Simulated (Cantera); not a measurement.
Input: 1 mol MgO, 2.3 mol Cl₂, 3 mol N₂, 8.9 mol HCl, held at 1273 K and 0.100 bar.

Cantera equilibrium calculation (NASA polynomials, part measured and part estimated; ideal gas, pure solids and liquids). Candidate condensed phases: H₂O, Mg, MgCl₂, MgO, Mg(OH)₂, NH₄Cl; 38 gas species. Equilibrium is a limit: real reactors are often held back by kinetics, nucleation or transport.

Base state: HCl 0.599, N₂ 0.207, Cl₂ 0.126, MgCl₂ 0.0351, O₂ 0.0137, Cl 0.0109, H₂O 0.00772, NO 4.33e-5 (mole fractions); condensed: MgO(s).

Problem. What changes in the equilibrium state with this change: Cl₂ from 2.3 to 6.5 mol?

Solution. 
```tsv
species	before	after
HCl	0.599	0.462
Cl₂	0.126	0.284
N₂	0.207	0.158
O₂	0.0137	0.0249
Cl	0.0109	0.0163
MgCl₂	0.0351	0.0526
H₂O	0.00772	0.00275
ClO	1.39e-5	2.80e-5
MgO(s), mol	0.491	0
```
